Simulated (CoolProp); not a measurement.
Vapour-liquid equilibrium of R125 (1) + R115 (2) at 108 kPa; x and y are mole fractions of (1).

Values from CoolProp's multi-fluid Helmholtz-energy mixture model, Lemmon 2005 and Lemmon 2016; pair parameters Bell 2016.

```json
[
 {"x": "0.05", "bubble temperature (°C)": "-39.8", "y at the bubble point": "0.125", "dew temperature at overall composition x (°C)": "-38.6", "liquid density (mol/L)": "10.10"},
 {"x": "0.125", "bubble temperature (°C)": "-42.0", "y at the bubble point": "0.263", "dew temperature at overall composition x (°C)": "-39.8", "liquid density (mol/L)": "10.27"},
 {"x": "0.2", "bubble temperature (°C)": "-43.6", "y at the bubble point": "0.362", "dew temperature at overall composition x (°C)": "-41.0", "liquid density (mol/L)": "10.44"},
 {"x": "0.275", "bubble temperature (°C)": "-44.8", "y at the bubble point": "0.438", "dew temperature at overall composition x (°C)": "-42.2", "liquid density (mol/L)": "10.61"},
 {"x": "0.35", "bubble temperature (°C)": "-45.7", "y at the bubble point": "0.500", "dew temperature at overall composition x (°C)": "-43.4", "liquid density (mol/L)": "10.78"},
 {"x": "0.425", "bubble temperature (°C)": "-46.4", "y at the bubble point": "0.553", "dew temperature at overall composition x (°C)": "-44.6", "liquid density (mol/L)": "10.95"},
 {"x": "0.5", "bubble temperature (°C)": "-46.9", "y at the bubble point": "0.600", "dew temperature at overall composition x (°C)": "-45.7", "liquid density (mol/L)": "11.14"},
 {"x": "0.575", "bubble temperature (°C)": "-47.2", "y at the bubble point": "0.646", "dew temperature at overall composition x (°C)": "-46.6", "liquid density (mol/L)": "11.32"},
 {"x": "0.65", "bubble temperature (°C)": "-47.5", "y at the bubble point": "0.691", "dew temperature at overall composition x (°C)": "-47.3", "liquid density (mol/L)": "11.52"},
 {"x": "0.725", "bubble temperature (°C)": "-47.6", "y at the bubble point": "0.740", "dew temperature at overall composition x (°C)": "-47.6", "liquid density (mol/L)": "11.73"},
 {"x": "0.8", "bubble temperature (°C)": "-47.6", "y at the bubble point": "0.793", "dew temperature at overall composition x (°C)": "-47.6", "liquid density (mol/L)": "11.95"},
 {"x": "0.875", "bubble temperature (°C)": "-47.5", "y at the bubble point": "0.857", "dew temperature at overall composition x (°C)": "-47.4", "liquid density (mol/L)": "12.18"},
 {"x": "0.95", "bubble temperature (°C)": "-47.2", "y at the bubble point": "0.935", "dew temperature at overall composition x (°C)": "-47.1", "liquid density (mol/L)": "12.41"}
]
```

y crosses x between x = 0.725 and 0.8: the model has an azeotrope there.

Pair parameters are fitted to limited data, so mixtures are less certain than the pure fluids.
